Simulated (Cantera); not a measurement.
A perfectly stirred reactor is fed with CH4 : CO : O2 : N2 = 1 : 0.43 : 3.26 : 12.2 (molar parts), equivalence ratio 0.68, at 1000000 Pa; it is adiabatic with a 700 K inlet, and is followed from long to short residence time, starting on the burning branch (τ in s: 0.081, 0.037, 0.017, 0.008, 0.0037, 0.0017, 0.0008, 0.00037, 0.00017, 8e-05, 3.7e-05).

Model: GRI-Mech 3.0 (53 species, 325 reactions), integrated in Cantera.

Q: What does this change do: CH4 1 to 1.5 parts?

A: 
```tsv
quantity	before	after
blow-out, bracketed by the residence times tried	burning at 37.0 µs, the shortest tried	burning at 37.0 µs, the shortest tried
x(CH4) at τ = 81.0 ms	7.22e-7	3.21e-7
x(CO) at τ = 81.0 ms	0.000488	0.0131
x(O2) at τ = 81.0 ms	0.0614	0.00773
x(O) at τ = 81.0 ms	0.000155	0.000404
x(H2) at τ = 81.0 ms	0.000129	0.00359
x(CH4) at τ = 1.70 ms	2.47e-5	1.29e-5
x(CO) at τ = 1.70 ms	0.00156	0.0147
x(O2) at τ = 1.70 ms	0.0628	0.00982
x(O) at τ = 1.70 ms	0.000273	0.000528
x(H2) at τ = 1.70 ms	0.000269	0.00401
```
